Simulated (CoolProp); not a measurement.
Acetone along the isobar 0.563 MPa: Z from the reference equation and from simpler models built on Tc = 235.0 °C, pc = 4.692 MPa, ω = 0.307; each cubic takes its own stable root.

The numbers come from the reference Helmholtz-energy equation of state, Lemmon 2006 in CoolProp. It is a short technical equation, of lower accuracy than the large ones.

```tsv
T (°C)	phase	reference	Pitzer virial	Redlich-Kwong	Soave-Redlich-Kwong	Peng-Robinson
177.55	gas	0.9230	0.9360	0.9399	0.9361	0.9310
191.75	gas	0.9320	0.9426	0.9452	0.9426	0.9376
205.95	gas	0.9395	0.9484	0.9499	0.9483	0.9435
220.15	gas	0.9458	0.9535	0.9541	0.9533	0.9486
234.25	gas	0.9512	0.9579	0.9578	0.9578	0.9532
248.45	gas	0.9560	0.9619	0.9612	0.9618	0.9574
262.65	gas	0.9601	0.9654	0.9642	0.9654	0.9611
276.85	gas	0.9637	0.9685	0.9669	0.9686	0.9644
```
